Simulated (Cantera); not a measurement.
A Cantera script and what it prints.

```python
import numpy as np
import cantera as ct

gas_names = [...]  # 151 gases of nasa_gas.yaml made of C, H, N, O, Si
cond_names = """
    C(gr) C6H6(L) C7H8(L) C8H18(L),n-octa H2O(s) H2O(L) Si(cr) Si(L) SiC(b) SiO2(Lqz) SiO2(hqz) SiO2(L)
    Si2N2O(s) Si3N4(a)
""".split()


# ... load() reads the species with a 1 bar reference pressure and builds the phases ...
atoms = {
    'TEOS': {'Si': 1, 'C': 8, 'H': 20, 'O': 4},
    'H2O': {'H': 2, 'O': 1},
    'H2': {'H': 2},
    'CO2': {'C': 1, 'O': 2},
    'N2': {'N': 2},
}
top_T = {'C(gr)': 4500, 'SiC(b)': 3050, 'Si2N2O(s)': 2100, 'Si3N4(a)': 2400}  # K; cautious upper limits of use, not melting points


# ... equilibrate(T, P, feed) seeds the gas with the atoms and calls Mixture.equilibrate('TP', solver="vcs", rtol=1e-11, max_steps=5000) ...
results = []
feed = {'TEOS': 1, 'H2O': 16, 'H2': 1.6, 'CO2': 0.51, 'N2': 0.00056}  # mol
P = 100000  # Pa
for T in [1275, 1375, 1475, 1575, 1675, 1775, 1875]:
    mix = equilibrate(T, P, feed)
    results.append((T, P, feed, dict(zip(mix.species_names, mix.species_moles))))

top = {s: max(r[3][s] / sum(r[3][g] for g in gas_names) for r in results) for s in gas_names}
cols = sorted((s for s in top if top[s] > 1e-06), key=lambda s: -top[s])[:7]
seen = [c for c in cond_names if any(r[3].get(c, 0) > 1e-12 for r in results)]
print("log10 of partial pressures in bar; condensed amounts in mol")
print(f"{'T/K':>10s}" + "".join(f"{s[:9]:>10s}" for s in cols + seen))
for T, P, feed, n in results:
    ng = sum(n[g] for g in gas_names)
    print(f"{T:10.4g}" + "".join(f"{np.log10(max(n[s] / ng * P / 1e5, 1e-99)):10.3f}" for s in cols)
          + "".join(f"{n.get(c, 0):10.4g}" for c in seen))
```

Output:

```
log10 of partial pressures in bar; condensed amounts in mol
       T/K        H2       H2O        CO       CO2         H        OH       SiO SiO2(hqz)   SiO2(L)
      1275    -0.281    -0.619    -0.733    -1.293    -6.273    -8.546   -11.768         1         0
      1375    -0.286    -0.608    -0.718    -1.355    -5.608    -7.674   -10.162         1         0
      1475    -0.291    -0.598    -0.706    -1.409    -5.032    -6.922    -8.778         1         0
      1575    -0.294    -0.591    -0.697    -1.457    -4.528    -6.266    -7.573         1         0
      1675    -0.297    -0.586    -0.690    -1.500    -4.084    -5.688    -6.515         1         0
      1775    -0.299    -0.582    -0.685    -1.538    -3.688    -5.176    -5.591         0    0.9999
      1875    -0.301    -0.578    -0.680    -1.571    -3.334    -4.719    -4.773         0    0.9994
```

Cantera equilibrium calculation (NASA polynomials, part measured and part estimated; ideal gas, pure solids and liquids). The feed counts by its element totals alone. The tables hold silica as quartz up to 1696 K and as liquid above; real silica turns to tridymite and cristobalite and melts near 1996 K. Gases not in the tables: Si(OH)4.
